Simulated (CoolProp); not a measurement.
Vapour-liquid equilibrium of isohexane (1) + n-heptane (2) at 396.9 K; x and y are mole fractions of (1).

Computed with CoolProp (multi-fluid Helmholtz-energy mixture model, Lemmon 2006 and Span 2003; pair parameters Bell 2016).

```
x     bubble pressure, mixture model (MPa)  bubble pressure, Raoult's law (MPa)  y, mixture model  y, Raoult's law
----  ------------------------------------  -----------------------------------  ----------------  ---------------
0.05                                0.2176                               0.2185             0.112            0.122
0.2                                 0.2645                               0.2682             0.370            0.397
0.35                                0.3119                               0.3178             0.556            0.587
0.5                                 0.3603                               0.3674             0.697            0.725
0.65                                0.4101                               0.4170             0.810            0.830
0.8                                 0.4616                               0.4666             0.901            0.913
0.95                                0.5147                               0.5163             0.977            0.980
```

The largest gap from Raoult's law is -1.9 % in bubble pressure, at x = 0.5. No azeotrope shows between x = 0.05 and 0.95.

The pair parameters rest on a limited set of measurements; away from them the model extrapolates.
